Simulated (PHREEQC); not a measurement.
0.065 g of hydrous ferric oxide (600 m²/g; 0.2 weak and 0.005 strong sites per Fe, Dzombak-Morel constants, diffuse double layer) in 1 kg of water with 0.1 mol/kgw of an inert sodium salt and 3.3e-05 mol/kgw BaCl2, at 25 °C; the pH is set by adding NaOH or the inert anion's acid. Oxygen alone is held at its pressure in air (log pO2 = -0.68). The system is closed to CO2. Nothing may precipitate in this run.

Equilibrium calculation in PHREEQC: ion-association model, wateq4f.dat.

Predict surface charge σ (C/m²), surface potential ψ (mV) at pH = 4.5, 5, 7, 7.5, 9.5.


```json
[
 {"pH": "4.5", "surface charge σ (C/m²)": "0.273", "surface potential ψ (mV)": "138"},
 {"pH": "5", "surface charge σ (C/m²)": "0.215", "surface potential ψ (mV)": "126"},
 {"pH": "7", "surface charge σ (C/m²)": "0.045", "surface potential ψ (mV)": "53"},
 {"pH": "7.5", "surface charge σ (C/m²)": "0.023", "surface potential ψ (mV)": "30"},
 {"pH": "9.5", "surface charge σ (C/m²)": "-0.053", "surface potential ψ (mV)": "-59"}
]
```
